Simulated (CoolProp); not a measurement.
Vapour pressure (MPa) of tetrahydrofuran: the reference equation beside estimates from Tc = 540.2 K, pc = 5.304 MPa, ω = 0.234.

Values from CoolProp's reference Helmholtz-energy equation of state, Fiedler 2023.

```json
[
 {"T (K)": "264", "reference": "0.003826", "Lee-Kesler": "0.003560", "Redlich-Kwong": "0.008677"},
 {"T (K)": "275.2", "reference": "0.007144", "Lee-Kesler": "0.006684", "Redlich-Kwong": "(withheld)"},
 {"T (K)": "286.3", "reference": "0.01253", "Lee-Kesler": "0.01181", "Redlich-Kwong": "0.02593"},
 {"T (K)": "297.4", "reference": "0.02093", "Lee-Kesler": "0.01987", "Redlich-Kwong": "0.04141"},
 {"T (K)": "308.6", "reference": "0.03360", "Lee-Kesler": "0.03216", "Redlich-Kwong": "(withheld)"},
 {"T (K)": "319.7", "reference": "0.05169", "Lee-Kesler": "0.04988", "Redlich-Kwong": "0.09389"},
 {"T (K)": "330.9", "reference": "0.07714", "Lee-Kesler": "(withheld)", "Redlich-Kwong": "0.1346"},
 {"T (K)": "342", "reference": "0.1113", "Lee-Kesler": "0.1091", "Redlich-Kwong": "0.1868"},
 {"T (K)": "353.2", "reference": "0.1568", "Lee-Kesler": "0.1548", "Redlich-Kwong": "0.2536"},
 {"T (K)": "364.3", "reference": "0.2150", "Lee-Kesler": "0.2136", "Redlich-Kwong": "(withheld)"},
 {"T (K)": "375.4", "reference": "0.2887", "Lee-Kesler": "(withheld)", "Redlich-Kwong": "(withheld)"},
 {"T (K)": "386.6", "reference": "0.3811", "Lee-Kesler": "0.3824", "Redlich-Kwong": "0.5575"},
 {"T (K)": "397.7", "reference": "0.4934", "Lee-Kesler": "0.4970", "Redlich-Kwong": "0.7000"},
 {"T (K)": "408.9", "reference": "0.6302", "Lee-Kesler": "0.6368", "Redlich-Kwong": "0.8682"}
]
```

Problem. What belongs in the gaps?

Solution. 
- 275.2, Redlich-Kwong: 0.01547
- 308.6, Redlich-Kwong: 0.06364
- 330.9, Lee-Kesler: 0.07504
- 364.3, Redlich-Kwong: 0.3359
- 375.4, Lee-Kesler: 0.2883
- 375.4, Redlich-Kwong: 0.4361

Absolute difference from the reference over all 14 rows, mean and median: Lee-Kesler 2.9 and 2.3 %, Redlich-Kwong 75.5 and 71.2 %.
